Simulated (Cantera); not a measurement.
An adiabatic, constant-volume homogeneous reactor starts with CH4 : H2 : O2 : N2 = 0.74 : 1.2 : 2.17 : 8.15 (molar parts), at 1475 K and 4430 Torr.

Cantera simulation using GRI-Mech 3.0 (53 species, 325 reactions); the numbers are that mechanism's predictions, not measurements. Above 3000 K some thermodynamic fits are extrapolated.

Problem. Predict: time of steepest temperature rise; temperature at 0.100 s; equilibrium temperature; x(H2) at 0.100 s; x(O2) at 0.100 s; x(H2O) at 0.100 s; x(HCN) at 0.100 s; x(NO) at 0.100 s.

Solution. 
```json
{
  "time_of_steepest_temperature_rise": "18.3 µs",
  "temperature at 0.100 s": "3072 K",
  "equilibrium_temperature": "3072 K",
  "x(H2) at 0.100 s": "0.0218 (gas-phase equilibrium 0.0218)",
  "x(O2) at 0.100 s": "0.0187 (gas-phase equilibrium 0.0187)",
  "x(H2O) at 0.100 s": "0.182 (gas-phase equilibrium 0.182)",
  "x(HCN) at 0.100 s": "1.04e-8 (gas-phase equilibrium 1.04e-8)",
  "x(NO) at 0.100 s": "0.0143 (gas-phase equilibrium 0.0143)"
}
```
